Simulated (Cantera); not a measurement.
Cantera run, input and output.

```python
import numpy as np
import cantera as ct

gas = ct.Solution("gri30.yaml")
gas.TPX = 1800, 500000, {'CH3OH': 1, 'O2': 2.34, 'N2': 9.61}
reactor = ct.IdealGasReactor(gas, energy="on", clone=False)
net = ct.ReactorNet([reactor])
net.rtol, net.atol = 1e-08, 1e-16
show = ['CH3OH', 'O2', 'H2O', 'CO2', 'OH', 'C2H']
times = np.geomspace(4e-06, 8, 15)

steps = ct.SolutionArray(gas, extra=["t"])
rows = []
print(f"{'t/s':>10s}{'T/K':>9s}{'P/Pa':>11s}" + "".join(f"{s:>11s}" for s in show))
for t in times:
    while net.time < t:
        t_next = net.step()
        steps.append(gas.state, t=t_next)
    rows.append([np.interp(t, steps.t, y) for y in (steps.T, steps.P, *steps(*show).X.T)])
    print(f"{t:10.3e}{rows[-1][0]:9.1f}{rows[-1][1]:11.4g}" + "".join(f"{x:11.3e}" for x in rows[-1][2:]))
rate = np.gradient(steps.T, steps.t)
print("integrator steps:", len(steps.t))
if steps.T.max() > steps.T[0] + 200:
    print(f"time of steepest temperature rise: {steps.t[rate.argmax()]:.4e} s")
gas.TPX = 1800, 500000, {'CH3OH': 1, 'O2': 2.34, 'N2': 9.61}
gas.equilibrate("UV")
print(f"equilibrium (UV): T = {gas.T:.1f} K  " + "  ".join(f"{s} {gas[s].X[0]:.3e}" for s in show))
```

Result:

```
       t/s      T/K       P/Pa      CH3OH         O2        H2O        CO2         OH        C2H
 4.000e-06   1866.7  5.273e+05  5.459e-02  1.667e-01  1.600e-02  2.903e-04  1.580e-04  1.654e-11
 1.128e-05   2845.7  8.475e+05  5.654e-16  6.630e-02  1.214e-01  4.788e-02  2.431e-02  1.751e-19
 3.178e-05   2940.4    8.7e+05  4.545e-16  6.348e-02  1.257e-01  5.328e-02  2.258e-02  1.787e-19
 8.959e-05   2932.4  8.673e+05  4.505e-16  6.092e-02  1.261e-01  5.343e-02  2.200e-02  1.659e-19
 2.526e-04   2920.6  8.632e+05  4.452e-16  5.719e-02  1.267e-01  5.365e-02  2.115e-02  1.482e-19
 7.119e-04   2915.0  8.612e+05  4.431e-16  5.545e-02  1.270e-01  5.374e-02  2.075e-02  1.405e-19
 2.007e-03   2914.8  8.612e+05  4.430e-16  5.538e-02  1.270e-01  5.375e-02  2.073e-02  1.402e-19
 5.657e-03   2914.8  8.612e+05  4.430e-16  5.538e-02  1.270e-01  5.375e-02  2.073e-02  1.402e-19
 1.595e-02   2914.8  8.612e+05  4.430e-16  5.538e-02  1.270e-01  5.375e-02  2.073e-02  1.402e-19
 4.495e-02   2914.8  8.612e+05  4.430e-16  5.538e-02  1.270e-01  5.375e-02  2.073e-02  1.402e-19
 1.267e-01   2914.8  8.612e+05  4.430e-16  5.538e-02  1.270e-01  5.375e-02  2.073e-02  1.402e-19
 3.572e-01   2914.8  8.612e+05  4.430e-16  5.538e-02  1.270e-01  5.375e-02  2.073e-02  1.402e-19
 1.007e+00   2914.8  8.612e+05  4.430e-16  5.538e-02  1.270e-01  5.375e-02  2.073e-02  1.402e-19
 2.838e+00   2914.8  8.612e+05  4.430e-16  5.538e-02  1.270e-01  5.375e-02  2.073e-02  1.402e-19
 8.000e+00   2914.8  8.612e+05  4.430e-16  5.538e-02  1.270e-01  5.375e-02  2.073e-02  1.402e-19
integrator steps: 1697
time of steepest temperature rise: 6.2998e-06 s
equilibrium (UV): T = 2914.8 K  CH3OH 4.606e-16  O2 5.538e-02  H2O 1.270e-01  CO2 5.375e-02  OH 2.073e-02  C2H 1.495e-19
```

Detailed kinetics in Cantera: GRI-Mech 3.0 (53 species, 325 reactions). GRI-Mech 3.0 was tuned for natural gas; its chemistry of methanol as a main component is partial and can be far from experiment.
